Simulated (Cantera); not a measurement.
A Cantera script and its output.

```python
import numpy as np
import cantera as ct

gas = ct.Solution("gri30.yaml")
gas.TPX = 350, 1400000, {'CO': 1, 'H2': 0.045, 'O2': 0.688, 'N2': 2.58}
inlet = ct.Reservoir(gas, clone=True)
gas.equilibrate("HP")  # start burning
reactor = ct.IdealGasConstPressureReactor(gas, energy="on", clone=False)
exhaust = ct.Reservoir(gas, clone=True)
tau = [0.066, 0.023, 0.0083, 0.0029, 0.001, 0.00037, 0.00013, 4.6e-05, 1.6e-05][0]
for a, b in ((inlet, reactor), (reactor, exhaust)):
    ct.MassFlowController(a, b, mdot=lambda t: reactor.mass / tau)
net = ct.ReactorNet([reactor])
show = ['CO', 'H2', 'O2', 'HO2', 'CO2']

rows = []
print(f"{'tau/s':>10s}{'T/K':>9s}" + "".join(f"{s:>11s}" for s in show))
for tau in [0.066, 0.023, 0.0083, 0.0029, 0.001, 0.00037, 0.00013, 4.6e-05, 1.6e-05]:
    net.initial_time = 0.0
    net.advance(30 * tau)
    before = gas.X
    net.advance(40 * tau)
    drift = np.max(np.abs(gas.X - before) / (gas.X + 1e-9))
    rows.append([gas.T, *gas[show].X, drift])
    print(f"{tau:10.3e}{gas.T:9.1f}" + "".join(f"{x:11.3e}" for x in gas[show].X))
```

It prints:

```
     tau/s      T/K         CO         H2         O2        HO2        CO2
 6.600e-02   2274.2  3.859e-03  3.012e-05  4.294e-02  1.588e-06  2.594e-01
 2.300e-02   2271.2  4.681e-03  3.569e-05  4.398e-02  1.784e-06  2.584e-01
 8.300e-03   2260.5  6.523e-03  4.828e-05  4.537e-02  2.254e-06  2.563e-01
 2.900e-03   2234.7  1.034e-02  7.441e-05  4.742e-02  3.481e-06  2.519e-01
 1.000e-03   2186.5  1.713e-02  1.203e-04  5.061e-02  6.563e-06  2.441e-01
 3.700e-04   2113.9  2.707e-02  1.838e-04  5.509e-02  1.325e-05  2.327e-01
 1.300e-04   1994.5  4.322e-02  2.703e-04  6.234e-02  2.952e-05  2.142e-01
 4.600e-05    350.0  2.319e-01  1.043e-02  1.595e-01  5.436e-19  1.291e-15
 1.600e-05    350.0  2.319e-01  1.043e-02  1.595e-01  3.137e-22  7.448e-19
```

Computed with Cantera and GRI-Mech 3.0 (53 species, 325 reactions). The hydrogen kinetics of GRI-Mech 3.0 are dated; newer H2 mechanisms differ, most at raised pressure. The pressure lies above the range GRI-Mech 3.0 was tuned for (to about 10 atm).
